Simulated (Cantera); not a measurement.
A Cantera script and what it prints.

```python
import numpy as np
import cantera as ct

gas_names = [...]  # 113 gases of nasa_gas.yaml made of C, Cu, H, O
cond_names = """
    C(gr) C6H6(L) C7H8(L) C8H18(L),n-octa Cu(cr) Cu(L) CuO(s) CuO2H2(s) Cu2O(s) Cu2O(L) H2O(s) H2O(L)
""".split()


# ... load() reads the species with a 1 bar reference pressure and builds the phases ...
atoms = {
    'Cu': {'Cu': 1},
    'H2O': {'H': 2, 'O': 1},
    'CO': {'C': 1, 'O': 1},
}
top_T = {'C(gr)': 4500, 'CuO(s)': 1390}  # K; cautious upper limits of use, not melting points


# ... equilibrate(T, P, feed) seeds the gas with the atoms and calls Mixture.equilibrate('TP', solver="vcs", rtol=1e-11, max_steps=5000) ...
results = []
feed = {'Cu': 1, 'H2O': 13, 'CO': 13}  # mol
P = 1500000  # Pa
for T in [825, 925, 1025, 1125, 1225, 1325, 1425]:
    mix = equilibrate(T, P, feed)
    results.append((T, P, feed, dict(zip(mix.species_names, mix.species_moles))))

top = {s: max(r[3][s] / sum(r[3][g] for g in gas_names) for r in results) for s in gas_names}
cols = sorted((s for s in top if top[s] > 1e-06), key=lambda s: -top[s])[:5]
seen = [c for c in cond_names if any(r[3].get(c, 0) > 1e-12 for r in results)]
print("log10 of partial pressures in bar; condensed amounts in mol")
print(f"{'T/K':>10s}" + "".join(f"{s[:9]:>10s}" for s in cols + seen))
for T, P, feed, n in results:
    ng = sum(n[g] for g in gas_names)
    print(f"{T:10.4g}" + "".join(f"{np.log10(max(n[s] / ng * P / 1e5, 1e-99)):10.3f}" for s in cols)
          + "".join(f"{n.get(c, 0):10.4g}" for c in seen))
```

Output:

```
log10 of partial pressures in bar; condensed amounts in mol
       T/K       CO2       H2O        CO        H2       CH4     C(gr)    Cu(cr)     Cu(L)
       825     0.809     0.756    -0.422     0.077     0.111     1.878         1         0
       925     0.768     0.654     0.145     0.336     0.029    0.7161         1         0
      1025     0.662     0.586     0.464     0.502    -0.327         0         1         0
      1125     0.575     0.591     0.573     0.547    -1.108         0         1         0
      1225     0.532     0.614     0.612     0.528    -2.006         0         1         0
      1325     0.501     0.636     0.636     0.501    -2.814         0         1         0
      1425     0.476     0.654     0.654     0.476    -3.515         0         0         1
```

Equilibrium computed with Cantera from the NASA thermochemical tables; the gas is ideal and each condensed phase is pure.
